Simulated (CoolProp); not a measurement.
Vapour pressure (MPa) of C2F6 (R116): the reference equation beside estimates from Tc = 19.9 °C, pc = 3.048 MPa, ω = 0.257. Clausius-Clapeyron is anchored at -64.15 °C with a constant enthalpy of vaporisation of 15.27 kJ/mol.

Values from CoolProp's reference Helmholtz-energy equation of state, Lemmon 2006. It is a short technical equation, of lower accuracy than the large ones.

```
T (°C)  reference  Lee-Kesler  Clausius-Clapeyron  van der Waals  Soave-Redlich-Kwong  Peng-Robinson
------  ---------  ----------  ------------------  -------------  -------------------  -------------
-91.25    0.04705     0.04634             0.05468         0.3213              0.04659        0.04730
-85.85    0.06545     0.06474             0.07316         0.3779              0.06494        0.06557
-80.45    0.08910     0.08848             0.09629         0.4408              0.08860        0.08904
-74.95     0.1196      0.1192                   ?         0.5116               0.1192         0.1193
-69.55     0.1569      0.1567                   ?         0.5881               0.1567         0.1563
-64.15     0.2025      0.2028              0.2025         0.6717               0.2027         0.2016
-58.65     0.2587      0.2596              0.2537         0.7645               0.2595         0.2575
-53.25     0.3248      0.3262              0.3130         0.8633               0.3264         0.3233
-47.85     0.4028      0.4049              0.3824         0.9699               0.4057         0.4012
-42.35     0.4960      0.4986                   ?          1.087               0.5004         0.4943
-36.95     0.6022      0.6054              0.5570              ?               0.6087         0.6009
-31.55     0.7245      0.7281              0.6627          1.341               0.7335              ?
-26.05     0.8671      0.8711              0.7849          1.484               0.8791         0.8675
```

Task: What belongs in the gaps?

Result: 
- -74.95, Clausius-Clapeyron: 0.1254
- -69.55, Clausius-Clapeyron: 0.1604
- -42.35, Clausius-Clapeyron: 0.4643
- -36.95, van der Waals: 1.210
- -31.55, Peng-Robinson: 0.7238

Absolute difference from the reference over all 13 rows, mean and median: Lee-Kesler 0.6 and 0.5 %, Clausius-Clapeyron 6.6 and 6.4 %, van der Waals 243.7 and 195.5 %, Soave-Redlich-Kwong 0.7 and 0.7 %, Peng-Robinson 0.3 and 0.3 %.
